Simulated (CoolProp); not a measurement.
Aqueous potassium acetate as a coolant, at 36 °C, 1 atm.

Computed with CoolProp (Melinder's fits for secondary coolants).

| mass % | freezing point (°C) | density (kg/m³) | viscosity (mPa s) | cp (kJ/(kg K)) | Prandtl number |
|---|---|---|---|---|---|
| 1.5 | -0.5 | 1004 | 0.730 | 4.123 | 4.86 |
| 5 | -2.0 | 1022 | 0.797 | 3.999 | 5.26 |
| 8.5 | -3.7 | 1039 | 0.873 | 3.882 | 5.71 |
| 11.9 | -5.6 | 1055 | 0.954 | 3.775 | 6.19 |
| 15.4 | -7.8 | 1071 | 1.05 | 3.669 | 6.74 |
| 18.9 | -10.3 | 1089 | 1.15 | 3.567 | 7.35 |
| 22.4 | -13.4 | 1108 | 1.27 | 3.469 | 8.04 |
| 25.9 | -17.3 | 1127 | 1.40 | 3.373 | 8.85 |
| 29.3 | -22.0 | 1146 | 1.56 | 3.282 | 9.78 |
| 32.8 | -27.8 | 1166 | 1.75 | 3.190 | 10.9 |
| 36.3 | -34.5 | 1186 | 1.99 | 3.098 | 12.4 |
